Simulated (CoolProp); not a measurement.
Values from CoolProp's reference Helmholtz-energy equation of state, Lemmon 2006. It is a short technical equation, of lower accuracy than the large ones.

### Question
For C2F6 (R116), give the phase and the Z, cv (kJ/(kg K)), Joule-Thomson coefficient (K/MPa) at 318.6 K and 2800 kPa; 338.8 K and 2800 kPa.

### Answer
- 318.6 K and 2800 kPa: gas; Z 0.723, cv 0.785, Joule-Thomson coefficient 9.34
- 338.8 K and 2800 kPa: gas; Z 0.795, cv 0.801, Joule-Thomson coefficient 7.12
